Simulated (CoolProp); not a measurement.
Vapour-liquid equilibrium of methanol (1) + dimethyl carbonate (2) at 165.85 °C; x and y are mole fractions of (1).

The numbers come from the multi-fluid Helmholtz-energy mixture model, de Reuck 1993 and Zhou 2011; pair parameters Bell 2016 in CoolProp.

```csv
x,"bubble pressure, mixture model (MPa)","bubble pressure, Raoult's law (MPa)","y, mixture model","y, Raoult's law"
0.05,0.8359,0.7680,0.174,0.131
0.125,(withheld),0.8658,0.340,0.290
0.2,1.161,0.9636,0.450,0.416
0.275,(withheld),1.061,0.531,0.520
0.35,1.409,1.159,0.594,0.606
0.425,1.512,1.257,0.646,0.678
0.5,1.604,1.355,0.692,0.741
0.575,1.686,1.452,0.734,0.794
0.65,(withheld),1.550,0.775,0.841
0.725,1.828,1.648,0.816,0.883
0.8,1.888,1.746,0.859,0.919
0.875,1.941,1.844,0.906,0.952
0.95,1.984,1.941,0.959,0.982
```

Task: Fill in the missing entries.

Result: 
- 0.125, bubble pressure, mixture model (MPa): 1.010
- 0.275, bubble pressure, mixture model (MPa): 1.293
- 0.65, bubble pressure, mixture model (MPa): 1.760

The largest gap from Raoult's law is +21.9 % in bubble pressure, at x = 0.275. No azeotrope shows between x = 0.05 and 0.95.

Pair parameters are fitted to limited data, so mixtures are less certain than the pure fluids.
